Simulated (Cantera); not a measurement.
Feed: 1 mol SiC, 2.9 mol N2O, 1.2 mol N2, at 0.900 bar.

Cantera equilibrium calculation (NASA polynomials, part measured and part estimated; ideal gas, pure solids and liquids). Candidate condensed phases: C, Si, SiC, SiO2, Si2N2O, Si3N4; 34 gas species. Mutual solubility and eutectic melting of coexisting phases are not modelled. The tables hold silica as quartz up to 1696 K and as liquid above; real silica turns to tridymite and cristobalite and melts near 1996 K. Kinetics and transport are ignored. All values below are at 1725 K.

Base state: N2 0.802, CO 0.197, SiO 0.000509, CO2 5.81e-5 (mole fractions); condensed: SiO2(condensed) + Si2N2O(s).

What changes in the equilibrium state with this change: SiC replaced by Si?


```csv
species,before,after
N2,0.802,0.900
O2,<1e-9,0.0977
NO,<1e-9,0.00232
CO,0.197,0
SiO,0.000509,<1e-9
CO2,5.81e-5,0
O,<1e-9,1.91e-5
"SiO2(condensed), mol",0.932,1.00
"Si2N2O(s), mol",0.0326,0
```
